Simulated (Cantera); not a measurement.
A freely propagating, adiabatic, planar premixed flame of H2 : O2 : N2 = 1 : 0.549 : 2.07 (molar parts), unburnt at 475 K and 1.18 atm; mixture-averaged transport, grid criteria slope 0.08 and curve 0.16, no radiation.

Model: the H2/O2 subset of GRI-Mech 3.0, which has no nitrogen chemistry, integrated in Cantera. Burning velocities carry a grid error of a few per cent, more on coarse grids.

Problem. What does this change do: O2 0.549 to 0.71 parts?

Solution. 
```csv
quantity,before,after
laminar burning velocity,448 cm/s,440 cm/s
thermal thickness,0.333 mm,0.294 mm
peak x(HO2),0.000444,0.000506
peak x(H2O2),4.80e-5,5.32e-5
peak x(O),0.0119,0.0158
```

Problem. What does this change do: inlet temperature 475 to 650 K?

Solution. 
| quantity | before | after |
|---|---|---|
| laminar burning velocity | 448 cm/s | 817 cm/s |
| thermal thickness | 0.333 mm | 0.383 mm |
| peak x(HO2) | 0.000444 | 0.000303 |
| peak x(H2O2) | 4.80e-5 | 1.29e-5 |
| peak x(O) | 0.0119 | 0.0148 |
